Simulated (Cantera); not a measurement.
An adiabatic, constant-volume homogeneous reactor starts with H₂ : O₂ : N₂ = 1 : 0.556 : 2.09 (molar parts), at 1150 K and 2.37 atm. Integrator tolerance rtol = 1e-08.

Detailed kinetics in Cantera: GRI-Mech 3.0 (53 species, 325 reactions). The hydrogen kinetics of GRI-Mech 3.0 are dated; newer H2 mechanisms differ, most at raised pressure.

What does this change do: pressure from 2.37 atm to 4.93 atm?


```csv
quantity,before,after
time of steepest temperature rise,32.0 µs,43.1 µs
temperature at 5.00 s,2962 K,3024 K
equilibrium temperature,2962 K,3024 K
x(H₂) at 5.00 s,0.0312 (gas-phase equilibrium 0.0312),0.0281 (gas-phase equilibrium 0.0281)
x(O₂) at 5.00 s,0.0192 (gas-phase equilibrium 0.0192),0.0179 (gas-phase equilibrium 0.0179)
x(HO₂) at 5.00 s,1.61e-5 (gas-phase equilibrium 1.61e-5),2.09e-5 (gas-phase equilibrium 2.09e-5)
x(H₂O) at 5.00 s,0.257 (gas-phase equilibrium 0.257),0.263 (gas-phase equilibrium 0.263)
x(NO) at 5.00 s,0.0124 (gas-phase equilibrium 0.0124),0.0129 (gas-phase equilibrium 0.0129)
```
Above 3000 K some thermodynamic fits are extrapolated.

What does this change do: pressure from 2.37 atm to 3.65 atm?


```
quantity                                                            before                                    after
---------------------------------  ---------------------------------------  ---------------------------------------
time of steepest temperature rise                                  32.0 µs                                  29.8 µs
temperature at 5.00 s                                               2962 K                                   2999 K
equilibrium temperature                                             2962 K                                   2999 K
x(H₂) at 5.00 s                      0.0312 (gas-phase equilibrium 0.0312)    0.0294 (gas-phase equilibrium 0.0294)
x(O₂) at 5.00 s                      0.0192 (gas-phase equilibrium 0.0192)    0.0184 (gas-phase equilibrium 0.0184)
x(HO₂) at 5.00 s                   1.61e-5 (gas-phase equilibrium 1.61e-5)  1.88e-5 (gas-phase equilibrium 1.88e-5)
x(H₂O) at 5.00 s                       0.257 (gas-phase equilibrium 0.257)      0.260 (gas-phase equilibrium 0.260)
x(NO) at 5.00 s                      0.0124 (gas-phase equilibrium 0.0124)    0.0127 (gas-phase equilibrium 0.0127)
```
Above 3000 K some thermodynamic fits are extrapolated.
